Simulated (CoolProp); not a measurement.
R410A at 293.15 K and 8.42 MPa is throttled through a valve to 2.07 MPa with no heat exchange. Each further row changes one setting.

Computed with CoolProp (reference Helmholtz-energy equation of state, Lemmon 2003). It is a pseudo-pure fit of the blend.

```
case                       temperature change (K)                       final phase  final density (kg/m³)
-------------------------  ----------------------  --------------------------------  ---------------------
as stated                                    -0.5                            liquid                   1090
outlet pressure 0.621 MPa                   -27.7  two-phase, vapour fraction 0.182                    120
outlet pressure 2.69 MPa                     -0.4                            liquid                   1100
```
